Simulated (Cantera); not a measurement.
A perfectly stirred reactor is fed with 10.4 % CH₃OH, 17.9 % O₂, 71.7 % N₂, at 1.80 bar; it is adiabatic with a 775 K inlet, and is followed from long to short residence time, starting on the burning branch (τ in s: 0.066, 0.027, 0.011, 0.0045, 0.0018, 0.00075, 0.00031, 0.00013, 5.1e-05, 2.1e-05, 8.6e-06, 3.5e-06).

Detailed kinetics in Cantera: GRI-Mech 3.0 (53 species, 325 reactions). GRI-Mech 3.0 was tuned for natural gas; its chemistry of methanol as a main component is partial and can be far from experiment.

Question: Predict: blow-out, bracketed by the residence times tried; x(CH₃OH) at τ = 66.0 ms; x(O₂) at τ = 66.0 ms; x(HO₂) at τ = 66.0 ms; x(CH₄) at τ = 66.0 ms; x(HCO) at τ = 66.0 ms; x(CH₃OH) at τ = 0.310 ms; x(O₂) at τ = 0.310 ms; x(HO₂) at τ = 0.310 ms; x(CH₄) at τ = 0.310 ms; x(HCO) at τ = 0.310 ms.

Answer: 
```json
{
 "blow_out_bracketed_by_the_residence_times_tried": "burning at 21.0 µs, out at 8.60 µs",
 "x(CH₃OH) at τ = 66.0 ms": "4.85e-7",
 "x(O₂) at τ = 66.0 ms": "0.0232",
 "x(HO₂) at τ = 66.0 ms": "2.93e-6",
 "x(CH₄) at τ = 66.0 ms": "2.73e-8",
 "x(HCO) at τ = 66.0 ms": "2.80e-8",
 "x(CH₃OH) at τ = 0.310 ms": "3.97e-5",
 "x(O₂) at τ = 0.310 ms": "0.0341",
 "x(HO₂) at τ = 0.310 ms": "1.39e-5",
 "x(CH₄) at τ = 0.310 ms": "8.75e-7",
 "x(HCO) at τ = 0.310 ms": "5.68e-6"
}
```
